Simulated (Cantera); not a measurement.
Input: 1 mol SiC, 0.19 mol N2, held at 1748 K and 1.30 Pa.

Method: chemical equilibrium by Gibbs-energy minimisation in Cantera with the NASA 1993 tables (ideal gas, pure condensed phases). Candidate condensed phases: C, Si, SiC, Si3N4; 20 gas species. Kinetics and transport are ignored.

Base state: N2 0.998, Si 0.00211, SiC2 2.25e-5, Si2C 1.69e-5 (mole fractions); condensed: C(graphite) + SiC(s).

**Question.** What changes in the equilibrium state with this change: SiC replaced by Al2O3?

**Answer.** 
```
species             before  after
----------------  --------  -----
N2                   0.998  1.000
Si                 0.00211      0
SiC2               2.25e-5      0
Si2C               1.69e-5      0
C(graphite), mol  0.000401      0
SiC(s), mol          1.000      0
Al2O3(s), mol            0   1.00
```
Further candidate phases: Al, AlN, Al2O3.
